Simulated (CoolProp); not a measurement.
Vapour-liquid equilibrium of isopentane (1) + toluene (2) at 13.1 kPa; x and y are mole fractions of (1).

The numbers come from the multi-fluid Helmholtz-energy mixture model, Lemmon 2006 and Lemmon 2006; pair parameters Bell 2016 in CoolProp.

```
x     bubble temperature, mixture model (K)  bubble temperature, Raoult's law (K)  y, mixture model  y, Raoult's law
----  -------------------------------------  ------------------------------------  ----------------  ---------------
0.05                                  305.0                                 309.6             0.609            0.516
0.2                                   277.6                                 285.7             0.926            0.882
0.35                                  266.8                                 273.9             0.969            0.953
0.5                                   261.5                                 266.4             0.982            0.978
0.65                                  258.3                                 261.1             0.988            0.989
0.8                                   256.0                                 257.0             0.993            0.995
0.95                                  253.6                                 253.7             0.998            0.999
```

The largest gap from Raoult's law is -8.1 K in bubble temperature, at x = 0.2. No azeotrope shows between x = 0.05 and 0.95.

Pair parameters are fitted to limited data, so mixtures are less certain than the pure fluids.
